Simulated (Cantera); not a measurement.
Feed: 1 mol MgO, 6.1 mol CO, 2.2 mol H2, 0.85 mol C, equilibrated at 8.10 mbar.

Method: chemical equilibrium by Gibbs-energy minimisation in Cantera with the NASA 1993 tables (ideal gas, pure condensed phases). Candidate condensed phases: C, C6H6, C7H8, C8H18, H2O, Mg, MgCO3, MgO, Mg(OH)2; 116 gas species. The numbers say what is thermodynamically allowed, not how fast it happens.

Over these rows the condensed part is C(graphite) + MgO(s). Partial pressures as log10 of bar:

```tsv
T (K)	1000/T (1/K)	log p H2O	log p CO	log p H2
1125	0.8889	-6.09	-2.23	-2.67
1200	0.8333	-6.48	-2.23	-2.67
1275	0.7843	-6.83	-2.23	-2.67
1350	0.7407	-7.14	-2.23	-2.67
1425	0.7018	?	-2.23	-2.67
1500	0.6667	-7.67	-2.23	-2.68
```

Q: Fit log p(H2O) = a + b·(1000/T) to the five rows, give the apparent enthalpy, and predict the row at 1425 K.

A: Means: 1000/T = 0.7828, log p = -6.842. Sxy = 0.206763, Sxx = 0.0290613, so b = 7.11 and a = -6.842 − (7.11)×0.7828 = -12.41.
Apparent enthalpy: −19.145 × (7.11) = -136 kJ/mol. With the condensed phases at unit activity, CO(g) + H2(g) = H2O(g) + C(graphite) links this pressure to the main gases: over the six rows their terms move log p by -0.01 in all, so the slope is close to that reaction's ΔH°. The five rows lie within 0.01 of the line.
Prediction at 1425 K: -12.41 + (7.11)×0.7018 = -7.42. The computed value is -7.41, 0.01 from the line.
